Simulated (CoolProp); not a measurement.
A single-stage vapour-compression cycle with the fluid: evaporating at 328.15 K (dew point), condensing at 385.15 K (bubble point), superheat 5 K, subcooling 5 K, compressor efficiency 0.9, no pressure losses. The same conditions are run with several fluids, on thermodynamics alone (safety and materials aside).

Model: reference Helmholtz-energy equation of state of each fluid (n-perfluorohexane: Gao 2022; R1224YDZ: Akasaka 2023; hexamethyldisiloxane (MM): Thol 2016; dimethyl carbonate: Zhou 2011; R124: de Vries 1995; R365MFC: Lemmon 2016), in CoolProp.

| fluid | cooling COP | pressure ratio | discharge temperature (K) | refrigerating effect (kJ/kg) | volumetric capacity (kJ/m³) |
|---|---|---|---|---|---|
| n-perfluorohexane | 2.58 | 5.05 | 385.1 | 30.1 | 367 |
| R1224YDZ | 3.56 | 3.89 | 385.2 | 85.4 | 1960 |
| hexamethyldisiloxane (MM) | 3.56 | 6.49 | 385.1 | 116 | 149 |
| dimethyl carbonate | 4.45 | 6.79 | 387.5 | 305 | 287 |
| R124 | 2.92 | 3.40 | 391.0 | 61.0 | 3230 |
| R365MFC | 3.74 | 4.63 | 385.1 | 108 | 1030 |

The compression ends wet for: n-perfluorohexane; R1224YDZ; hexamethyldisiloxane (MM); R365MFC.
